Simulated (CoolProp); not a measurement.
Vapour-liquid equilibrium of dimethyl ether (1) + n-pentane (2) at 47.55 °C; x and y are mole fractions of (1).

The numbers come from the multi-fluid Helmholtz-energy mixture model, Wu 2011 and Thol 2019; pair parameters Bell 2016 in CoolProp.

Task: Give the bubble pressure and the first vapour's composition at x = 0.35, 0.5, 0.65. Is there an azeotrope?

Result: x = 0.35: 0.4973 MPa, y = 0.798; x = 0.5: 0.6665 MPa, y = 0.877; x = 0.65: 0.8028 MPa, y = 0.919. No azeotrope shows between x = 0.05 and 0.95.

Pair parameters are fitted to limited data, so mixtures are less certain than the pure fluids. The gap from Raoult's law changes sign with composition, which may be real or a fault of the pair parameters; it wasn't checked against measurements.
